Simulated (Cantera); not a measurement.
Feed: 1 mol SiC, 0.91 mol H2O, 2.6 mol H2, held at 1973 K and 1 atm.

Method: chemical equilibrium by Gibbs-energy minimisation in Cantera with the NASA 1993 tables (ideal gas, pure condensed phases). Candidate condensed phases: C, C6H6, C7H8, C8H18, H2O, Si, SiC, SiO2; 123 gas species. Gases not in the tables: Si2H6 and higher silanes. Kinetics and transport are ignored.

Base state: H2 0.793, CO 0.103, SiO 0.103, H 0.00119, H2O 0.000116, SiH2 3.82e-5, CH4 2.72e-5, Si 1.65e-5 (mole fractions); condensed: SiC(s).

What changes in the equilibrium state with this change: temperature from 1973 K to 1698 K?


| species | before | after |
|---|---|---|
| H2 | 0.793 | 0.917 |
| CO | 0.103 | 0.0799 |
| SiO | 0.103 | 0.00242 |
| Si | 1.65e-5 | 2.60e-8 |
| SiH | 1.07e-5 | 3.90e-8 |
| SiH2 | 3.82e-5 | 5.13e-7 |
| SiC(s), mol | 0.545 | 0.693 |
| SiO2(condensed), mol | 0 | 0.297 |
Mutual solubility and eutectic melting of coexisting phases are not modelled. The tables hold silica as quartz up to 1696 K and as liquid above; real silica turns to tridymite and cristobalite and melts near 1996 K.

What changes in the equilibrium state with this change: temperature from 1973 K to 1575 K?


```tsv
species	before	after
H2	0.793	0.929
CO	0.103	0.0696
CH4	2.72e-5	0.00159
SiO	0.103	0.000184
Si	1.65e-5	<1e-9
SiH	1.07e-5	1.26e-9
SiH2	3.82e-5	3.36e-8
H	0.00119	3.98e-5
C2H2 (acetylene)	4.44e-6	1.96e-5
SiC(s), mol	0.545	0.676
C(graphite), mol	0	0.0558
SiO2(β-quartz), mol	0	0.323
```
Mutual solubility and eutectic melting of coexisting phases are not modelled. The tables hold silica as quartz up to 1696 K and as liquid above; real silica turns to tridymite and cristobalite and melts near 1996 K.
